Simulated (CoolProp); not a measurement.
Nitrogen at 293.15 K and 12.2 MPa is compressed adiabatically to 95.4 MPa with isentropic efficiency 0.85. Each further row changes one setting.

Values from CoolProp's reference Helmholtz-energy equation of state, Span 2000.

| case | work (kJ/kg) | final temperature (K) | final density (kg/m³) |
|---|---|---|---|
| as stated | [?] | [?] | [?] |
| efficiency 1 | [?] | [?] | 386 |
| efficiency 0.65 | [?] | [?] | 327 |

Q: Fill in the missing entries.

A: 
- as stated, work (kJ/kg): 360
- as stated, final temperature (K): 571.3
- as stated, final density (kg/m³): 364
- efficiency 1, work (kJ/kg): 306
- efficiency 1, final temperature (K): 526.7
- efficiency 0.65, work (kJ/kg): 471
- efficiency 0.65, final temperature (K): 663.7
